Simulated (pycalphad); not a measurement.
All values are pycalphad results on the COST 507 light-alloy database (1999) (1 atm), not direct measurements. The database dates from 1999; later assessments differ in places, in temperatures and in the compounds included. Diffusion is slow at the low end, where real alloys seldom reach equilibrium.

Q: How does the equilibrium phase assembly of V-35.3Si (at.%) change on cooling from 2850 K to 550 K?

A: 
```tsv
T (K)	phases above	phases below
2279.2	liquid	liquid + SI3V5
2190.8	liquid + SI3V5	SI3V5 + SIV3
```
Changes were sought between steps of 100 K, so a narrower field can be missed.

Database names, with the compositions (at.%) that they take in these runs: SI3V5: V 62 Si 37; SIV3: V 75 Si 25.
